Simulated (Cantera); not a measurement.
A perfectly stirred reactor is fed with 10.9 % CH4, 2.50 % C2H6, 0.423 % C3H8, 18.1 % O2, 68.1 % N2, equivalence ratio 1.8, at 1200 Torr; it is adiabatic with a 550 K inlet, and is followed from long to short residence time, starting on the burning branch (τ in s: 0.22, 0.076, 0.027, 0.0095, 0.0034, 0.0012, 0.00042, 0.00015, 5.2e-05, 1.9e-05, 6.5e-06).

Cantera simulation using GRI-Mech 3.0 (53 species, 325 reactions); the numbers are that mechanism's predictions, not measurements.

**Question.** Predict: blow-out, bracketed by the residence times tried; x(CH4) at τ = 0.220 s; x(C2H6) at τ = 0.220 s; x(C3H8) at τ = 0.220 s; x(C2H2) at τ = 0.220 s; x(C2H4) at τ = 0.220 s; x(CH4) at τ = 1.20 ms; x(C2H6) at τ = 1.20 ms; x(C3H8) at τ = 1.20 ms; x(C2H2) at τ = 1.20 ms; x(C2H4) at τ = 1.20 ms.

**Answer.** 
| Item | Result |
|---|---|
| blow-out, bracketed by the residence times tried | burning at 1.20 ms, out at 0.420 ms |
| x(CH4) at τ = 0.220 s | 0.00289 |
| x(C2H6) at τ = 0.220 s | 1.23e-6 |
| x(C3H8) at τ = 0.220 s | 4.00e-8 |
| x(C2H2) at τ = 0.220 s | 0.00217 |
| x(C2H4) at τ = 0.220 s | 1.47e-5 |
| x(CH4) at τ = 1.20 ms | 0.0111 |
| x(C2H6) at τ = 1.20 ms | 0.000154 |
| x(C3H8) at τ = 1.20 ms | 6.09e-6 |
| x(C2H2) at τ = 1.20 ms | 0.00913 |
| x(C2H4) at τ = 1.20 ms | 0.000844 |
